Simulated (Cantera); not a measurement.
**Catalytic stagnation flow on Pt**

A jet of 7.56 % CH4, 18.7 % O2, 73.8 % N2, equivalence ratio 0.81 at 300 K and 0.0454 atm hits a platinum plate 9.1 cm away at a mass flux of 0.049 kg/m²/s; the plate temperature is set and raised in steps from an oxygen-covered start.

Detailed kinetics in Cantera: Deutschmann's 1995 Pt surface mechanism with GRI-Mech 3.0 gas chemistry. Catalytic surfaces can have several steady states; this one follows from the mechanism file's or the stated starting coverage.

```tsv
plate T (K)	wall x CH4	wall x O2	wall x H2O	wall x OH	wall x CO	wall x CO2	θ free Pt	θ O*	θ OH*
950	0.0369	0.103	0.0726	1.79e-7	2.17e-5	0.0481	0.314	0.685	0.00146
1000	0.0273	0.0829	0.0902	4.92e-7	2.25e-5	0.0601	0.399	0.600	0.00142
1050	0.0207	0.0689	0.102	1.18e-6	2.35e-5	0.0683	0.482	0.517	0.00131
1100	0.0163	0.0598	0.110	2.53e-6	2.54e-5	0.0736	0.559	0.440	0.00116
1150	0.0133	0.0537	0.115	5.00e-6	2.83e-5	0.0771	0.630	0.369	0.00100
```
x: mole fraction at the wall; θ: surface coverage.
